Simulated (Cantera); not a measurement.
Cantera run:

```python
import numpy as np
import cantera as ct

gas_names = """
    C CN CO CO2 C2 CCN CNC C2N2 C2O C3 C3O2 C4 C4N2 C5 N NCO NO NO2 NO3 N2 N2O O O2 O3 Si SiC SiC2 SiN
    SiO SiO2 Si2 Si2C Si2N Si3
""".split()
cond_names = """
    C(gr) Si(cr) Si(L) SiC(b) SiO2(Lqz) SiO2(hqz) SiO2(L) Si2N2O(s) Si3N4(a)
""".split()


# ... load() reads the species with a 1 bar reference pressure and builds the phases ...
atoms = {
    'Si3N4': {'Si': 3, 'N': 4},
    'CO2': {'C': 1, 'O': 2},
    'N2': {'N': 2},
}
top_T = {'C(gr)': 4500, 'SiC(b)': 3050, 'Si2N2O(s)': 2100, 'Si3N4(a)': 2400}  # K; cautious upper limits of use, not melting points


# ... equilibrate(T, P, feed) seeds the gas with the atoms and calls Mixture.equilibrate('TP', solver="vcs", rtol=1e-11, max_steps=5000) ...
results = []
feed = {'Si3N4': 1, 'CO2': 0.019, 'N2': 89}  # mol
T = 2098  # K
P = 230  # Pa
mix = equilibrate(T, P, feed)
results.append((T, P, feed, dict(zip(mix.species_names, mix.species_moles))))
x = sorted(zip(gas.X, gas.species_names), reverse=True)
print(f"T = {T:g} K  P = {P:g} Pa  gas = {mix.phase_moles(0):.4g} mol")
print("   x: " + "  ".join(f"{s} {v:.3e}" for v, s in x if v > 0.0001))
print("   condensed (mol): " + ("  ".join(f"{mix.phase(i).name} {mix.phase_moles(i):.4g}"
      for i in range(1, mix.n_phases) if mix.phase_moles(i) > 1e-12) or "none"))
```

It prints:

```
T = 2098 K  P = 230 Pa  gas = 93.93 mol
   x: N2 9.686e-01  Si 3.017e-02  SiO 3.372e-04  SiN 2.967e-04  Si2 2.080e-04  Si2N 1.896e-04  Si2C 1.333e-04
   condensed (mol): none
```

Cantera equilibrium calculation (NASA polynomials, part measured and part estimated; ideal gas, pure solids and liquids). The tables' values for SiN are old estimates; treat these amounts as uncertain.
